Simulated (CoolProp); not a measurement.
A single-stage vapour-compression cycle with the fluid: evaporating at 209.15 K (dew point), condensing at 267.15 K (bubble point), superheat 8 K, subcooling 0 K, compressor efficiency 0.6, no pressure losses. The same conditions are run with several fluids, on thermodynamics alone (safety and materials aside).

Computed with CoolProp (reference Helmholtz-energy equation of state of each fluid (R143a: Lemmon and Jacobsen 2000; ethane: Bücker 2006; CH3F (R41): Lemmon 2006; dimethyl ether: Wu 2011; R13: Platzer 1990; R410A: Lemmon 2003)). The equations of Platzer and Polt are older, rougher fits. Blends and air are pseudo-pure fits.

Rank R143a, ethane, CH3F (R41), dimethyl ether, R13, R410A by cooling COP, highest first.

dimethyl ether (1.73), R143a (1.66), R410A (1.65), CH3F (R41) (1.55), ethane (1.50), R13 (1.45)

```csv
fluid,pressure ratio,discharge temperature (K),refrigerating effect (kJ/kg),volumetric capacity (kJ/m³)
R143a,12.0,335.3,165,334
ethane,6.39,346.9,300,1730
CH3F (R41),8.21,416.5,346,1460
dimethyl ether,17.1,375.8,389,126
R13,7.16,326.2,85.5,1250
R410A,12.9,377.3,208,435
```
